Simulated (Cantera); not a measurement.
## Metals in furnace atmospheres: Ti + O2 + H2

A closed system holds: 1 mol Ti, 0.0013 mol O2, 86 mol H2, at 1.33 mbar.

Equilibrium computed with Cantera from the NASA thermochemical tables; the gas is ideal and each condensed phase is pure. Candidate condensed phases: H2O, Ti, TiO, TiO2, Ti2O3, Ti3O5, Ti4O7; 12 gas species. Mutual solubility and eutectic melting of coexisting phases are not modelled. TiO: taken at fixed stoichiometry. Condensed phases not in the tables: N, O or C dissolved in the metal. Rates play no part.

From 1025 K to 1125 K the condensed part is Ti(α) + TiO(s). From 1225 K to 1825 K the condensed part is Ti(β) + TiO(s). At 1925 K the condensed part is Ti(β).

| T (K) | x H2 | x H | x Ti | x TiO | n Ti(α) | n TiO(s) | n Ti(β) |
|---|---|---|---|---|---|---|---|
| 1025 | 1.00 | 1.19e-7 | <1e-12 | <1e-12 | 0.997 | 0.00260 | 0 |
| 1125 | 1.000 | 1.22e-6 | 3.52e-12 | <1e-12 | 0.997 | 0.00260 | 0 |
| 1225 | 1.000 | 8.54e-6 | 2.01e-10 | <1e-12 | 0 | 0.00260 | 0.997 |
| 1325 | 1.000 | 4.48e-5 | 6.16e-9 | 1.59e-11 | 0 | 0.00260 | 0.997 |
| 1425 | 1.000 | 0.000187 | 1.16e-7 | 6.12e-10 | 0 | 0.00260 | 0.997 |
| 1525 | 0.999 | 0.000648 | 1.48e-6 | 1.44e-8 | 0 | 0.00260 | 0.997 |
| 1625 | 0.998 | 0.00193 | 1.37e-5 | 2.25e-7 | 0 | 0.00258 | 0.996 |
| 1725 | 0.995 | 0.00507 | 9.75e-5 | 2.53e-6 | 0 | 0.00237 | 0.989 |
| 1825 | 0.987 | 0.0120 | 0.000557 | 2.15e-5 | 0 | 0.000710 | 0.949 |
| 1925 | 0.972 | 0.0258 | 0.00264 | 2.96e-5 | 0 | 0 | 0.767 |
x: gas mole fraction; n: condensed amount in mol.
